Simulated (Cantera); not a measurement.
Cantera run, input and output.

```python
import numpy as np
import cantera as ct

gas = ct.Solution("h2o2.yaml")
gas.TPX = 300, 11000, {'H2': 1, 'O2': 0.227, 'N2': 0.855, 'H2O': 0.035}
flame = ct.FreeFlame(gas, width=0.19)
flame.set_refine_criteria(ratio=3, slope=0.08, curve=0.16)
flame.transport_model = "mixture-averaged"
flame.solve(loglevel=0, auto=True)
z, T = flame.grid, flame.T
thick = (T[-1] - T[0]) / np.gradient(T, z).max()
show = ['H2', 'O2', 'OH', 'H', 'H2O', 'O']
print(f"laminar burning velocity  {flame.velocity[0] * 100:.3f} cm/s")
print(f"burnt temperature         {T[-1]:.1f} K")
print(f"thermal thickness         {thick * 1e3:.4f} mm")
print(f"grid points               {len(z)}")
z0 = z[flame.heat_release_rate.argmax()]
print(f"{'z/mm':>9s}{'T/K':>9s}{'u/(m/s)':>9s}" + "".join(f"{s:>11s}" for s in show))
rows = []
for k in (-3, -2, -1.5, -1, -0.5, -0.25, 0, 0.25, 0.5, 1, 2, 4, 8):
    zz = z0 + k * thick
    rows.append([k * thick, np.interp(zz, z, T), np.interp(zz, z, flame.velocity),
                 *(np.interp(zz, z, flame.X[gas.species_index(s)]) for s in show)])
    print(f"{rows[-1][0] * 1e3:9.3f}{rows[-1][1]:9.1f}{rows[-1][2]:9.3f}" + "".join(f"{x:11.3e}" for x in rows[-1][3:]))
```

Output:

```
laminar burning velocity  221.731 cm/s
burnt temperature         1934.6 K
thermal thickness         6.2403 mm
grid points               146
     z/mm      T/K  u/(m/s)         H2         O2         OH          H        H2O          O
  -18.721    300.0    2.217  4.724e-01  1.072e-01  2.029e-19  6.780e-20  1.653e-02  1.471e-16
  -12.481    300.0    2.217  4.724e-01  1.072e-01  2.425e-17  8.298e-18  1.653e-02  1.741e-14
   -9.361    300.0    2.217  4.724e-01  1.072e-01  9.374e-16  3.681e-16  1.653e-02  5.288e-13
   -6.240    300.0    2.217  4.724e-01  1.072e-01  3.799e-12  2.859e-12  1.653e-02  1.133e-10
   -3.120    311.8    2.297  4.703e-01  1.075e-01  1.665e-05  1.591e-05  1.679e-02  1.295e-06
   -1.560    589.7    4.235  4.355e-01  1.005e-01  4.648e-04  8.835e-03  3.853e-02  1.219e-04
    0.000    978.1    6.838  3.328e-01  6.557e-02  8.326e-04  5.577e-02  1.172e-01  2.087e-03
    1.560   1209.7    8.426  2.415e-01  1.234e-02  1.467e-03  9.564e-02  2.190e-01  1.957e-03
    3.120   1297.6    9.007  2.278e-01  1.333e-03  1.419e-03  9.719e-02  2.415e-01  7.340e-04
    6.240   1385.4    9.561  2.336e-01  2.989e-04  1.699e-03  8.659e-02  2.447e-01  5.781e-04
   12.481   1485.1   10.175  2.428e-01  2.448e-04  1.992e-03  7.249e-02  2.463e-01  5.188e-04
   24.961   1589.3   10.804  2.525e-01  1.818e-04  2.132e-03  5.727e-02  2.484e-01  4.037e-04
   49.923   1688.0   11.386  2.618e-01  1.149e-04  2.035e-03  4.253e-02  2.507e-01  2.660e-04
```

Cantera simulation using the H2/O2 subset of GRI-Mech 3.0, which has no nitrogen chemistry; the numbers are that mechanism's predictions, not measurements. Burning velocities carry a grid error of a few per cent, more on coarse grids.
